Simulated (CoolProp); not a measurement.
The fluid at 300.06 K and 0.0706 MPa expands adiabatically to 0.019 MPa with isentropic efficiency 1. The same conditions are run with several fluids, on thermodynamics alone (safety and materials aside).

The numbers come from the reference Helmholtz-energy equation of state of each fluid (n-butane: Bücker 2006; dry air: Lemmon 2000; cis-2-butene: Lemmon 2005; R1233zd(E): Akasaka 2022; propylene: Lemmon 2013) in CoolProp. Blends and air are pseudo-pure fits.

| fluid | work (kJ/kg) | final temperature (K) | final density (kg/m³) |
|---|---|---|---|
| n-butane | 52.5 | 266.7 | 0.502 |
| dry air | 94.2 | 206.1 | 0.321 |
| cis-2-butene | 53.6 | 259.6 | 0.499 |
| R1233zd(E) | 23.3 | 267.6 | 1.13 |
| propylene | 70.8 | 250.4 | 0.386 |
